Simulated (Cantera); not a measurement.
Input (Python, Cantera):

```python
import numpy as np
import cantera as ct

gas = ct.Solution("h2o2.yaml")
gas.TPX = 600, 44000, {'H2': 1, 'O2': 0.185, 'N2': 0.696, 'H2O': 0.066}
flame = ct.FreeFlame(gas, width=0.071)
flame.set_refine_criteria(ratio=3, slope=0.08, curve=0.16)
flame.transport_model = "mixture-averaged"
flame.solve(loglevel=0, auto=True)
z, T = flame.grid, flame.T
thick = (T[-1] - T[0]) / np.gradient(T, z).max()
show = ['H2', 'O2', 'H2O', 'OH', 'H2O2', 'HO2']
print(f"laminar burning velocity  {flame.velocity[0] * 100:.3f} cm/s")
print(f"burnt temperature         {T[-1]:.1f} K")
print(f"thermal thickness         {thick * 1e3:.4f} mm")
print(f"grid points               {len(z)}")
z0 = z[flame.heat_release_rate.argmax()]
print(f"{'z/mm':>9s}{'T/K':>9s}{'u/(m/s)':>9s}" + "".join(f"{s:>11s}" for s in show))
rows = []
for k in (-3, -2, -1.5, -1, -0.5, -0.25, 0, 0.25, 0.5, 1, 2, 4, 8):
    zz = z0 + k * thick
    rows.append([k * thick, np.interp(zz, z, T), np.interp(zz, z, flame.velocity),
                 *(np.interp(zz, z, flame.X[gas.species_index(s)]) for s in show)])
    print(f"{rows[-1][0] * 1e3:9.3f}{rows[-1][1]:9.1f}{rows[-1][2]:9.3f}" + "".join(f"{x:11.3e}" for x in rows[-1][3:]))
```

Output:

```
laminar burning velocity  730.343 cm/s
burnt temperature         2026.8 K
thermal thickness         1.3450 mm
grid points               146
     z/mm      T/K  u/(m/s)         H2         O2        H2O         OH       H2O2        HO2
   -4.035    600.0    7.303  5.136e-01  9.502e-02  3.390e-02  7.875e-19  1.054e-16  1.871e-13
   -2.690    600.0    7.303  5.136e-01  9.502e-02  3.390e-02  3.286e-15  1.385e-14  1.350e-10
   -2.017    600.0    7.303  5.136e-01  9.502e-02  3.390e-02  3.302e-13  1.047e-12  6.503e-09
   -1.345    600.0    7.304  5.136e-01  9.502e-02  3.390e-02  8.372e-10  1.114e-09  1.378e-06
   -0.672    621.8    7.541  5.105e-01  9.474e-02  3.526e-02  5.037e-05  1.986e-06  1.305e-04
   -0.336    792.1    9.440  4.847e-01  8.947e-02  5.122e-02  3.000e-04  2.303e-06  7.964e-05
    0.000   1129.5   13.135  3.946e-01  5.710e-02  1.222e-01  1.130e-03  4.376e-07  3.189e-05
    0.336   1359.6   15.730  3.143e-01  1.202e-02  2.099e-01  1.744e-03  2.280e-07  6.267e-06
    0.672   1451.8   16.732  3.011e-01  1.568e-03  2.314e-01  1.713e-03  1.396e-07  7.702e-07
    1.345   1542.7   17.670  3.067e-01  1.792e-04  2.355e-01  1.900e-03  1.185e-07  8.684e-08
    2.690   1641.5   18.663  3.163e-01  1.087e-04  2.374e-01  2.023e-03  8.960e-08  5.263e-08
    5.380   1740.7   19.638  3.261e-01  7.227e-05  2.394e-01  1.953e-03  5.533e-08  3.583e-08
   10.760   1829.5   20.493  3.351e-01  4.061e-05  2.416e-01  1.679e-03  2.926e-08  2.181e-08
```

Detailed kinetics in Cantera: the H2/O2 subset of GRI-Mech 3.0, which has no nitrogen chemistry. Burning velocities carry a grid error of a few per cent, more on coarse grids.
